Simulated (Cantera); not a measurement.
## TiO2 + H2 (hydrogen reduction and annealing atmospheres)

Feed: 1 mol TiO2, a varied amount of H2, at 0.0133 bar.

These are equilibrium values from Cantera (NASA tables, ideal gas, pure condensed phases), not measurements of a reactor. Candidate condensed phases: H2O, Ti, TiO, TiO2, Ti2O3, Ti3O5, Ti4O7; 12 gas species. Mutual solubility and eutectic melting of coexisting phases are not modelled. Condensed phases not in the tables: Magnéli phases beyond Ti4O7. Rates play no part.

Stable condensed phases:

```
T in K \ n(H2) in mol
          15  19  23  28  35  43  52  64  79  97 120 150
   1948    A   A   A   A   A   A   A   A   A   A   B   B
   1873    A   A   A   A   A   A   A   A   A   A   A   A
   1798    A   A   A   A   A   A   A   A   A   A   A   A
   1723    A   A   A   A   A   A   A   A   A   A   A   A
   1648    C   D   D   A   A   A   A   A   A   A   A   A
   1573    C   C   C   C   D   A   A   A   A   A   A   A
   1498    E   C   C   C   C   C   C   D   D   A   A   A
   1423    E   E   E   E   C   C   C   C   C   C   D   D
   1348    E   E   E   E   E   E   E   C   C   C   C   C
   1273    E   E   E   E   E   E   E   E   E   E   C   C
   1198    E   E   E   E   E   E   E   E   E   E   E   E
```

A: Ti3O5; B: Ti2O3 + Ti3O5; C: Ti4O7; D: Ti3O5 + Ti4O7; E: TiO2 + Ti4O7.
